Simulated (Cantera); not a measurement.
## H2O + H2 (abatement and gas-phase synthesis)

Input: 1 mol H2O, 1 mol H2, equilibrated at 3348 K.

Equilibrium computed with Cantera from the NASA thermochemical tables; the gas is ideal and each condensed phase is pure. Candidate condensed phases: H2O; 9 gas species. The ideal-gas law is rough above about 30 bar. Rates play no part.

From 10.0 Pa to 3.00e7 Pa nothing is condensed.

| P (Pa) | x H | x H2 | x H2O | x O | x OH | x O2 |
|---|---|---|---|---|---|---|
| 10 | 0.800 | 0.000377 | 1.78e-7 | 0.200 | 0.000159 | 3.67e-5 |
| 120 | 0.795 | 0.00446 | 2.52e-5 | 0.199 | 0.00189 | 0.000434 |
| 1400 | 0.744 | 0.0456 | 0.00278 | 0.184 | 0.0191 | 0.00436 |
| 17000 | 0.481 | 0.232 | 0.0922 | 0.0990 | 0.0807 | 0.0153 |
| 210000 | 0.179 | 0.398 | 0.336 | 0.0170 | 0.0638 | 0.00556 |
| 2500000 | 0.0562 | 0.465 | 0.453 | 0.00165 | 0.0231 | 0.000622 |
| 30000000 | 0.0166 | 0.489 | 0.487 | 0.000140 | 0.00698 | 5.41e-5 |
x: gas mole fraction; nothing condenses.
